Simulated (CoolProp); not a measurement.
Vapour-liquid equilibrium of carbon dioxide (1) + R143a (2) at 11.3 bar; x and y are mole fractions of (1).

Computed with CoolProp (multi-fluid Helmholtz-energy mixture model, Span 1996 and Lemmon and Jacobsen 2000; pair parameters Bell 2016).

```tsv
x	bubble temperature, mixture model (°C)	bubble temperature, Raoult's law (°C)	y, mixture model	y, Raoult's law
0.05	15.7	13.7	0.144	0.218
0.15	5.3	2.6	0.402	0.495
0.25	___	-5.8	0.595	0.659
0.35	-12.2	-12.5	___	0.763
0.45	___	-18.0	0.807	0.835
0.55	-23.4	-22.5	___	0.886
0.65	-27.3	-26.5	0.903	0.923
0.75	-30.4	-29.9	___	0.952
0.85	-33.1	-32.9	0.960	0.975
0.95	-35.6	-35.5	___	0.992
```

**Question.** Fill in the missing entries.

**Answer.** 
- 0.25, bubble temperature, mixture model (°C): -4.2
- 0.35, y, mixture model: 0.724
- 0.45, bubble temperature, mixture model (°C): -18.5
- 0.55, y, mixture model: 0.863
- 0.75, y, mixture model: 0.934
- 0.95, y, mixture model: 0.986

The largest gap from Raoult's law is +2.7 K in bubble temperature, at x = 0.15. No azeotrope shows between x = 0.05 and 0.95.

Pair parameters are fitted to limited data, so mixtures are less certain than the pure fluids. The gap from Raoult's law changes sign with composition, which may be real or a fault of the pair parameters; it wasn't checked against measurements.
